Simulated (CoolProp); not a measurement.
Properties of n-pentane along the isotherm 271 K.

Computed with CoolProp (reference Helmholtz-energy equation of state, Thol 2019).

```tsv
p (MPa)	phase	density (kg/m³)	cp (kJ/(kg K))
0.0532	liquid	647.6	2.201
0.101	liquid	647.7	2.201
0.191	liquid	647.8	2.201
0.363	liquid	647.9	2.200
0.688	liquid	648.3	2.199
1.3	liquid	648.9	2.198
2.47	liquid	650.1	2.195
4.69	liquid	652.3	2.189
8.88	liquid	656.2	2.180
16.8	liquid	663.1	2.166
```
